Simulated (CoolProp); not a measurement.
A simple Rankine cycle with R245ca: condensing at 312.15 K, boiler at 0.843 MPa, turbine inlet 449 K, turbine efficiency 0.75, pump efficiency 0.7, no recuperator. Each further row changes one setting.

Model: reference Helmholtz-energy equation of state, Zhou 2016, in CoolProp.

```tsv
case	thermal efficiency (%)	net work (kJ/kg)	heat in (kJ/kg)	turbine exit temperature (K)	volume ratio over the turbine
as stated	9.0	30.0	335	416.7	4.97
condensing temperature 304.15 K	10.2	35.3	346	411.6	6.56
boiler pressure 0.59 MPa	7.1	24.1	338	424.4	3.46
turbine efficiency 0.65	7.7	25.9	335	420.3	5.01
```
